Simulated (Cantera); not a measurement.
Feed: 1 mol BN, 4.3 mol H2, held at 0.0390 Torr.

These are equilibrium values from Cantera (NASA tables, ideal gas, pure condensed phases), not measurements of a reactor. Candidate condensed phases: B, BN; 15 gas species. Rates play no part. All values below are at 2700 K.

Base state: H 0.838, B 0.100, N2 0.0500, H2 0.0113, N 5.04e-5, BN 4.53e-5, BH 2.60e-5 (mole fractions); condensed: gas only.

Question: What changes in the equilibrium state with this change: BN replaced by SiO2?

Answer: 
| species | before | after |
|---|---|---|
| H | 0.838 | 0.799 |
| SiO | 0 | 0.0955 |
| O | 0 | 0.0929 |
| B | 0.100 | 0 |
| N2 | 0.0500 | 0 |
| H2 | 0.0113 | 0.0103 |
| OH | 0 | 0.00188 |
| O2 | 0 | 0.000344 |
| H2O | 0 | 9.43e-5 |
Further candidate phases: H2O, Si, SiO2.
